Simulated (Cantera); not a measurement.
Input: 1 mol B₂O₃, 7.7 mol N₂, 61 mol H₂, 2.9 mol H₂O, held at 1398 K and 0.210 bar.

These are equilibrium values from Cantera (NASA tables, ideal gas, pure condensed phases), not measurements of a reactor. Candidate condensed phases: B, BN, B₂O₃, B₃O₃H₃, H₂O; 39 gas species. Gases not in the tables: H₃BO₃. Rates play no part.

Base state: H₂ 0.850, N₂ 0.107, H₂O 0.0384, HBO₂ 0.00392, HBO 2.40e-5, (HBO₂)₃ 2.11e-5, B₂O₃ 1.09e-5 (mole fractions); condensed: B₂O₃(l).

Question: What changes in the equilibrium state with this change: pressure from 0.210 bar to 17.0 Pa?

Answer: 
| species | before | after |
|---|---|---|
| H₂ | 0.850 | 0.840 |
| N₂ | 0.107 | 0.106 |
| H₂O | 0.0384 | 0.0271 |
| HBO₂ | 0.00392 | 0.0260 |
| (HBO₂)₃ | 2.11e-5 | 4.02e-9 |
| B₂O₃ | 1.09e-5 | 0.000680 |
| H | 9.52e-6 | 0.000333 |
| HBO | 2.40e-5 | 0.000223 |
| B₂O₃(l), mol | 0.856 | 0 |
